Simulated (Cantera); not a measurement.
An adiabatic, constant-volume homogeneous reactor starts with CO : H2 : CH4 : O2 : N2 : CO2 = 1 : 0.74 : 0.089 : 0.655 : 2.46 : 0.43 (molar parts), at 1525 K and 2930 Torr. Integrator tolerance rtol = 1e-08.

Model: GRI-Mech 3.0 (53 species, 325 reactions), integrated in Cantera.

**Question.** What does this change do: initial temperature 1525 to 1550 K?

**Answer.** 
```csv
quantity,before,after
time of steepest temperature rise,6.22 µs,5.69 µs
temperature at 8.00 s,2948 K,2955 K
equilibrium temperature,2948 K,2955 K
x(CO) at 8.00 s,0.162 (gas-phase equilibrium 0.162),0.163 (gas-phase equilibrium 0.163)
x(H2) at 8.00 s,0.0235 (gas-phase equilibrium 0.0235),0.0237 (gas-phase equilibrium 0.0237)
x(CH4) at 8.00 s,<1e-12 (gas-phase equilibrium <1e-12),<1e-12 (gas-phase equilibrium <1e-12)
x(HCO) at 8.00 s,7.22e-7 (gas-phase equilibrium 7.22e-7),7.35e-7 (gas-phase equilibrium 7.35e-7)
x(CH2O) at 8.00 s,1.09e-8 (gas-phase equilibrium 1.09e-8),1.09e-8 (gas-phase equilibrium 1.09e-8)
```

**Question.** What does this change do: H2 0.74 to 0.57 parts?

**Answer.** 
```
quantity                                                            before                                    after
---------------------------------  ---------------------------------------  ---------------------------------------
time of steepest temperature rise                                  6.22 µs                                  6.89 µs
temperature at 8.00 s                                               2948 K                                   2941 K
equilibrium temperature                                             2948 K                                   2941 K
x(CO) at 8.00 s                        0.162 (gas-phase equilibrium 0.162)      0.150 (gas-phase equilibrium 0.150)
x(H2) at 8.00 s                      0.0235 (gas-phase equilibrium 0.0235)    0.0162 (gas-phase equilibrium 0.0162)
x(CH4) at 8.00 s                     <1e-12 (gas-phase equilibrium <1e-12)    <1e-12 (gas-phase equilibrium <1e-12)
x(HCO) at 8.00 s                   7.22e-7 (gas-phase equilibrium 7.22e-7)  5.46e-7 (gas-phase equilibrium 5.46e-7)
x(CH2O) at 8.00 s                  1.09e-8 (gas-phase equilibrium 1.09e-8)  6.93e-9 (gas-phase equilibrium 6.93e-9)
```
